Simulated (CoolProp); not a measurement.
The numbers come from the reference Helmholtz-energy equation of state, Lemmon 2006 in CoolProp. It is a short technical equation, of lower accuracy than the large ones.

Q: For CH3F (R41), give the phase and the cp (kJ/(kg K)), cv (kJ/(kg K)) at 293.4 K and 0.132 MPa; 294.7 K and 0.783 MPa.

A: 
- 293.4 K and 0.132 MPa: gas; cp 1.12, cv 0.860
- 294.7 K and 0.783 MPa: gas; cp 1.26, cv 0.920
